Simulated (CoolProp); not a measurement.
Dodecamethylpentasiloxane (MD3M) along the isobar 27.3 bar: Z from the reference equation and from simpler models built on Tc = 354.9 °C, pc = 9.540 bar, ω = 0.730; each cubic takes its own stable root.

Model: reference Helmholtz-energy equation of state, Thol 2019, in CoolProp.

```csv
T (°C),phase,reference,Redlich-Kwong,Peng-Robinson
114.35,liquid,0.4133,0.5016,0.4178
135.95,liquid,0.4021,0.4861,0.4033
157.55,liquid,0.3928,0.4733,0.3912
179.05,liquid,0.3853,0.4628,0.3815
200.65,liquid,0.3794,0.4543,0.3741
222.25,liquid,0.3752,0.4480,0.3689
243.85,liquid,0.3726,0.4436,0.3662
265.45,liquid,0.3719,0.4412,0.3661
```
